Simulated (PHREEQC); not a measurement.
Copper plating or etch bath: an equilibrium model

Dissolve 0.0063 mol/kgw Cu(NO3)2, 3.8e-05 mol/kgw HBF4 and 0.0039 mol/kgw KCl at 20 °C. Closed to the air; pH follows from the charge balance.

Model: ion-association model, phreeqc.dat, run in PHREEQC.

```yaml
pH: 3.92
ionic_strength: 0.0229 mol/kgw
specific_conductance: 1740 µS/cm
total_alkalinity: -0.152 meq/kg
```

| species | molality | activity | log γ |
|---|---|---|---|
| NO3- | 0.0126 | 0.0108 | -0.067 |
| Cu+2 | 0.00626 | 0.00364 | -0.236 |
| K+ | 0.00390 | 0.00336 | -0.065 |
| Cl- | 0.00387 | 0.00334 | -0.064 |
| H+ | 0.000135 | 0.000119 | -0.053 |
| F- | 0.000126 | 0.000109 | -0.065 |

Precipitation was switched off in this run. Real BF4- forms and hydrolyses slowly; the run takes it at equilibrium.
